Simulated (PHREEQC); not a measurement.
A solution holds 5.9 mmol/kgw Na2SeO4, 1.5 mmol/kgw H2SO4 and 43 mmol/kgw CaCl2, at 25 °C. Closed to the air; pH follows from the charge balance.

The numbers come from PHREEQC with the ion-association model, wateq4f.dat.

Each row changes one thing in this solution. No solid was allowed to form.

```csv
case,pH,SO4-2 (mol/kgw),HSO4- (mol/kgw),NaSO4- (mol/kgw),SI of Mirabilite (Na2SO4:10H2O)
as made,2.66,0.000729,6.68e-5,1.40e-5,-6.62
Na2SeO4 replaced by NaHS at the same molality,6.78,0.000748,5.36e-9,7.42e-6,-7.18
H2SO4 from 0.0015 to 0.00135 mol/kgw,2.71,0.000659,5.44e-5,1.26e-5,-6.66
diluted 10-fold with water,3.58,0.000111,1.99e-6,4.06e-7,-9.01
CaCl2 left out,2.66,0.00128,0.000179,4.32e-5,-6.00
```

The polysulfide entries of wateq4f.dat were taken out for this run.
